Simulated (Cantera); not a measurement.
An isothermal, constant-pressure homogeneous reactor starts with NO : N2 = 1 : 17 (molar parts), at 2075 K and 0.220 bar. Integrator tolerance rtol = 1e-08.

Model: GRI-Mech 3.0 (53 species, 325 reactions), integrated in Cantera.

### Question
What does this change do: 0.24 parts H2O added?

### Answer
```json
[
 {"quantity": "x(NO) at 5.00 s", "before": "0.0160 (gas-phase equilibrium 0.00364)", "after": "0.00937 (gas-phase equilibrium 0.00358)"},
 {"quantity": "x(N2) at 5.00 s", "before": "0.964 (gas-phase equilibrium 0.970)", "after": "0.954 (gas-phase equilibrium 0.957)"},
 {"quantity": "x(N2O) at 5.00 s", "before": "2.02e-7 (gas-phase equilibrium 1.06e-7)", "after": "1.29e-7 (gas-phase equilibrium 1.04e-7)"},
 {"quantity": "x(NO2) at 5.00 s", "before": "3.51e-6 (gas-phase equilibrium 9.13e-7)", "after": "2.19e-6 (gas-phase equilibrium 8.89e-7)"},
 {"quantity": "x(O) at 5.00 s", "before": "0.000353 (gas-phase equilibrium 0.000401)", "after": "0.000374 (gas-phase equilibrium 0.000397)"},
 {"quantity": "x(O2) at 5.00 s", "before": "0.0196 (gas-phase equilibrium 0.0257)", "after": "0.0224 (gas-phase equilibrium 0.0252)"}
]
```

### Question
What does this change do: N2 17 to 8.2 parts?

### Answer
```
quantity                                             before                                      after
----------------  -----------------------------------------  -----------------------------------------
x(NO) at 5.00 s      0.0160 (gas-phase equilibrium 0.00364)     0.0169 (gas-phase equilibrium 0.00508)
x(N2) at 5.00 s         0.964 (gas-phase equilibrium 0.970)        0.937 (gas-phase equilibrium 0.943)
x(N2O) at 5.00 s    2.02e-7 (gas-phase equilibrium 1.06e-7)    2.49e-7 (gas-phase equilibrium 1.46e-7)
x(NO2) at 5.00 s    3.51e-6 (gas-phase equilibrium 9.13e-7)    5.64e-6 (gas-phase equilibrium 1.80e-6)
x(O) at 5.00 s    0.000353 (gas-phase equilibrium 0.000401)  0.000536 (gas-phase equilibrium 0.000567)
x(O2) at 5.00 s       0.0196 (gas-phase equilibrium 0.0257)      0.0456 (gas-phase equilibrium 0.0515)
```

### Question
What does this change do: temperature 2075 to 2150 K?

### Answer
```csv
quantity,before,after
x(NO) at 5.00 s,0.0160 (gas-phase equilibrium 0.00364),0.00534 (gas-phase equilibrium 0.00434)
x(N2) at 5.00 s,0.964 (gas-phase equilibrium 0.970),0.969 (gas-phase equilibrium 0.970)
x(N2O) at 5.00 s,2.02e-7 (gas-phase equilibrium 1.06e-7),1.29e-7 (gas-phase equilibrium 1.26e-7)
x(NO2) at 5.00 s,3.51e-6 (gas-phase equilibrium 9.13e-7),1.17e-6 (gas-phase equilibrium 9.63e-7)
x(O) at 5.00 s,0.000353 (gas-phase equilibrium 0.000401),0.000660 (gas-phase equilibrium 0.000666)
x(O2) at 5.00 s,0.0196 (gas-phase equilibrium 0.0257),0.0248 (gas-phase equilibrium 0.0253)
```
